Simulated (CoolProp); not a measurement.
Vapour pressure (kPa) of carbon dioxide: the reference equation beside estimates from Tc = 31.0 °C, pc = 7377 kPa, ω = 0.224.

Model: reference Helmholtz-energy equation of state, Span 1996, in CoolProp.

```tsv
T (°C)	reference	van der Waals	Redlich-Kwong	Soave-Redlich-Kwong
-31.65	1350	2732	1720	1355
-27.35	1559	?	1950	1565
-22.95	1796	3214	?	1805
-18.65	2053	3471	?	2065
-14.35	2335	3740	2771	2351
-10.05	?	4022	?	2664
-5.75	2984	4317	3426	3008
-1.45	3353	4624	3789	3382
2.85	3755	4945	4178	3789
7.15	4192	5279	?	4231
```

### Question
Some entries are withheld; supply them.

### Answer

- -27.35, van der Waals: 2964
- -22.95, Redlich-Kwong: 2206
- -18.65, Redlich-Kwong: 2478
- -10.05, reference: 2645
- -10.05, Redlich-Kwong: 3087
- 7.15, Redlich-Kwong: 4591

Absolute difference from the reference over all 10 rows, mean and median: van der Waals 59.3 and 56.1 %, Redlich-Kwong 18.0 and 17.7 %, Soave-Redlich-Kwong 0.7 and 0.7 %.
